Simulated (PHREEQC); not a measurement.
Solution (65 °C): 0.0025 mol/kgw K2SiO3, 0.001 mol/kgw NaHF2 and 0.0065 mol/kgw NaHS. It is in equilibrium with CO2 at log p = 0 (atm). Otherwise closed; pH follows from the charge balance.

Computed with PHREEQC (ion-association model, wateq4f.dat).

This is a speciation only: nothing precipitates in the calculation.

Q: Order these C species by the share of C that they hold, largest first: NaHCO3, HCO3-, CO2.

A: CO2 (63 %), HCO3- (37 %), NaHCO3 (0.12 %)

The pH is 6.02 and the ionic strength 0.0125 mol/kgw. Examples of supersaturated solids here: Quartz (slow to form), Chalcedony (slow to form). Others may be too. Away from 25 °C the constants follow the database's enthalpies or fits; those with neither stay at their 25 °C values. SiF6-2 is the database's only silicon fluoride. The polysulfide entries of wateq4f.dat were taken out for this run.
